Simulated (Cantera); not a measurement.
A closed system holds: 1 mol B, 3.1 mol N₂, 0.13 mol H₂O, at 1175 °C and 0.645 Torr.

Equilibrium computed with Cantera from the NASA thermochemical tables; the gas is ideal and each condensed phase is pure. Candidate condensed phases: B, BN, B₂O₃, B₃O₃H₃, H₂O; 39 gas species. N₂ is the only nitrogen source here; it is nearly inert below about 1500 K, so the nitride shown seldom forms there in practice. Mutual solubility and eutectic melting of coexisting phases are not modelled. Kinetics and transport are ignored.

Base state: N₂ 0.942, H₂ 0.0440, B₂O₃ 0.00839, HBO₂ 0.00294, HBO 0.00155, B₂O₂ 0.000468, H 6.61e-5, BO 6.54e-5 (mole fractions); condensed: BN(s) + B₂O₃(l).

Task: What changes in the equilibrium state with this change: pressure from 0.645 Torr to 2.18 Torr?

Result: 
| species | before | after |
|---|---|---|
| N₂ | 0.942 | 0.949 |
| H₂ | 0.0440 | 0.0453 |
| B₂O₃ | 0.00839 | 0.00249 |
| B₂O₂ | 0.000468 | 9.23e-5 |
| BO | 6.54e-5 | 1.58e-5 |
| HBO | 0.00155 | 0.000696 |
| BN(s), mol | 0.914 | 0.914 |
| B₂O₃(l), mol | 0.0119 | 0.0318 |

Task: What changes in the equilibrium state with this change: temperature from 1175 °C to 1925 °C?

Result: 
| species | before | after |
|---|---|---|
| N₂ | 0.942 | 0.908 |
| BO | 6.54e-5 | 0.0342 |
| H | 6.61e-5 | 0.0286 |
| H₂ | 0.0440 | 0.0226 |
| B | <1e-9 | 0.00310 |
| B₂O | <1e-9 | 0.000791 |
| BN | <1e-9 | 5.92e-5 |
| B₂O₃ | 0.00839 | 1.55e-7 |
| BH₂ | <1e-9 | 2.97e-5 |
| BN(s), mol | 0.914 | 0 |
| B₂O₃(l), mol | 0.0119 | 0 |
| B(s), mol | 0 | 0.856 |
The tables' values for BH₂ are old estimates; treat these amounts as uncertain.

Task: What changes in the equilibrium state with this change: 0.34 mol H₂ added?

Result: 
| species | before | after |
|---|---|---|
| N₂ | 0.942 | 0.838 |
| H₂ | 0.0440 | 0.145 |
| B₂O₃ | 0.00839 | 0.00839 |
| HBO₂ | 0.00294 | 0.00522 |
| H₂O | 3.27e-5 | 0.000103 |
| HBO | 0.00155 | 0.00286 |
| BN(s), mol | 0.914 | 0.915 |
| B₂O₃(l), mol | 0.0119 | 0.00169 |
